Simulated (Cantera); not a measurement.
An adiabatic, constant-volume homogeneous reactor starts with H2 : O2 : N2 : H2O = 1 : 1.04 : 3.92 : 0.15 (molar parts), at 1775 K and 750 Torr. Integrator tolerance rtol = 1e-08.

Detailed kinetics in Cantera: the H2/O2 subset of GRI-Mech 3.0, which has no nitrogen chemistry.

What does this change do: pressure from 750 Torr to 158 Torr?


```tsv
quantity	before	after
time of steepest temperature rise	7.21 µs	29.8 µs
temperature at 0.100 s	2767 K	2653 K
equilibrium temperature	2767 K	2653 K
x(H2) at 0.100 s	0.00935 (gas-phase equilibrium 0.00935)	0.0125 (gas-phase equilibrium 0.0125)
x(O2) at 0.100 s	0.0870 (gas-phase equilibrium 0.0870)	0.0862 (gas-phase equilibrium 0.0862)
x(H2O) at 0.100 s	0.173 (gas-phase equilibrium 0.173)	0.166 (gas-phase equilibrium 0.166)
x(H) at 0.100 s	0.00585 (gas-phase equilibrium 0.00585)	0.00980 (gas-phase equilibrium 0.00980)
x(H2O2) at 0.100 s	7.33e-7 (gas-phase equilibrium 7.33e-7)	2.55e-7 (gas-phase equilibrium 2.55e-7)
x(OH) at 0.100 s	0.0295 (gas-phase equilibrium 0.0295)	0.0317 (gas-phase equilibrium 0.0317)
x(HO2) at 0.100 s	2.00e-5 (gas-phase equilibrium 2.00e-5)	1.01e-5 (gas-phase equilibrium 1.01e-5)
```

What does this change do: initial temperature 1775 to 1598 K?


```csv
quantity,before,after
time of steepest temperature rise,7.21 µs,11.1 µs
temperature at 0.100 s,2767 K,2696 K
equilibrium temperature,2767 K,2696 K
x(H2) at 0.100 s,0.00935 (gas-phase equilibrium 0.00935),0.00696 (gas-phase equilibrium 0.00696)
x(O2) at 0.100 s,0.0870 (gas-phase equilibrium 0.0870),0.0887 (gas-phase equilibrium 0.0887)
x(H2O) at 0.100 s,0.173 (gas-phase equilibrium 0.173),0.180 (gas-phase equilibrium 0.180)
x(H) at 0.100 s,0.00585 (gas-phase equilibrium 0.00585),0.00375 (gas-phase equilibrium 0.00375)
x(H2O2) at 0.100 s,7.33e-7 (gas-phase equilibrium 7.33e-7),7.02e-7 (gas-phase equilibrium 7.02e-7)
x(OH) at 0.100 s,0.0295 (gas-phase equilibrium 0.0295),0.0247 (gas-phase equilibrium 0.0247)
x(HO2) at 0.100 s,2.00e-5 (gas-phase equilibrium 2.00e-5),1.81e-5 (gas-phase equilibrium 1.81e-5)
```

What does this change do: H2 1 to 0.61 parts?


| quantity | before | after |
|---|---|---|
| time of steepest temperature rise | 7.21 µs | 8.80 µs |
| temperature at 0.100 s | 2767 K | 2528 K |
| equilibrium temperature | 2767 K | 2528 K |
| x(H2) at 0.100 s | 0.00935 (gas-phase equilibrium 0.00935) | 0.00210 (gas-phase equilibrium 0.00210) |
| x(O2) at 0.100 s | 0.0870 (gas-phase equilibrium 0.0870) | 0.130 (gas-phase equilibrium 0.130) |
| x(H2O) at 0.100 s | 0.173 (gas-phase equilibrium 0.173) | 0.129 (gas-phase equilibrium 0.129) |
| x(H) at 0.100 s | 0.00585 (gas-phase equilibrium 0.00585) | 0.00113 (gas-phase equilibrium 0.00113) |
| x(H2O2) at 0.100 s | 7.33e-7 (gas-phase equilibrium 7.33e-7) | 4.06e-7 (gas-phase equilibrium 4.06e-7) |
| x(OH) at 0.100 s | 0.0295 (gas-phase equilibrium 0.0295) | 0.0147 (gas-phase equilibrium 0.0147) |
| x(HO2) at 0.100 s | 2.00e-5 (gas-phase equilibrium 2.00e-5) | 1.31e-5 (gas-phase equilibrium 1.31e-5) |
